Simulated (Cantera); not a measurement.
Input (Python, Cantera) and output of one run.

```python
import numpy as np
import cantera as ct

gas_names = """
    F FO FO2 F2 F2O H HF HOF HO2 H2 H2F2 H2O H2O2 H3F3 H4F4 H5F5 H6F6 H7F7 O OH O2 O3 Si SiF SiF2 SiF3
    SiF4 SiH SiHF3 SiH2 SiH2F2 SiH3 SiH3F SiH4 SiO SiO2 Si2 Si3
""".split()
cond_names = """
    H2O(s) H2O(L) Si(cr) Si(L) SiO2(Lqz) SiO2(hqz) SiO2(L)
""".split()


# ... load() reads the species with a 1 bar reference pressure and builds the phases ...
atoms = {
    'SiF4': {'Si': 1, 'F': 4},
    'O2': {'O': 2},
    'H2': {'H': 2},
}
top_T = {}  # K; cautious upper limits of use, not melting points


# ... equilibrate(T, P, feed) seeds the gas with the atoms and calls Mixture.equilibrate('TP', solver="vcs", rtol=1e-11, max_steps=5000) ...
results = []
T = 975  # K
P = 77000  # Pa
for m in [3.9, 14, 23, 33, 43, 53, 63, 72, 82]:
    feed = {'SiF4': 1, 'O2': 0.74, 'H2': m}  # mol
    mix = equilibrate(T, P, feed)
    results.append((T, P, feed, dict(zip(mix.species_names, mix.species_moles))))

top = {s: max(r[3][s] / sum(r[3][g] for g in gas_names) for r in results) for s in gas_names}
cols = sorted((s for s in top if top[s] > 1e-05), key=lambda s: -top[s])[:8]
seen = [c for c in cond_names if any(r[3].get(c, 0) > 1e-12 for r in results)]
print("log10 of partial pressures in bar; condensed amounts in mol")
print(f"{'n(H2)':>10s}" + "".join(f"{s[:9]:>10s}" for s in cols + seen))
for T, P, feed, n in results:
    ng = sum(n[g] for g in gas_names)
    print(f"{feed['H2']:10.4g}" + "".join(f"{np.log10(max(n[s] / ng * P / 1e5, 1e-99)):10.3f}" for s in cols)
          + "".join(f"{n.get(c, 0):10.4g}" for c in seen))
```

It prints:

```
log10 of partial pressures in bar; condensed amounts in mol
     n(H2)        H2       H2O        HF      SiF4 SiO2(hqz)
       3.9    -0.440    -0.822    -0.847    -0.942     0.237
        14    -0.200    -1.343    -1.234    -1.446    0.2895
        23    -0.167    -1.568    -1.401    -1.663    0.3135
        33    -0.151    -1.738    -1.526    -1.824     0.332
        43    -0.142    -1.864    -1.619    -1.945     0.346
        53    -0.137    -1.965    -1.694    -2.041    0.3573
        63    -0.133    -2.049    -1.756    -2.121    0.3667
        72    -0.131    -2.115    -1.804    -2.183    0.3741
        82    -0.129    -2.179    -1.851    -2.243    0.3813
```

Equilibrium computed with Cantera from the NASA thermochemical tables; the gas is ideal and each condensed phase is pure.
